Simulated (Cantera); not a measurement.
An adiabatic, constant-volume homogeneous reactor starts with CH4 : O2 : N2 = 1 : 1.82 : 6.84 (molar parts), at 1750 K and 14.0 bar.

Computed with Cantera and GRI-Mech 3.0 (53 species, 325 reactions). The pressure lies above the range GRI-Mech 3.0 was tuned for (to about 10 atm). Above 3000 K some thermodynamic fits are extrapolated.

Predict: time of steepest temperature rise; temperature at 6.00 s; equilibrium temperature; x(O2) at 6.00 s; x(HCN) at 6.00 s; x(H2O2) at 6.00 s; x(O) at 6.00 s.


| Quantity | Value |
|---|---|
| time of steepest temperature rise | 16.8 µs |
| temperature at 6.00 s | 3249 K |
| equilibrium temperature | 3249 K |
| x(O2) at 6.00 s | 0.0114 (gas-phase equilibrium 0.0114) |
| x(HCN) at 6.00 s | 7.42e-8 (gas-phase equilibrium 7.42e-8) |
| x(H2O2) at 6.00 s | 2.09e-6 (gas-phase equilibrium 2.09e-6) |
| x(O) at 6.00 s | 0.00510 (gas-phase equilibrium 0.00510) |
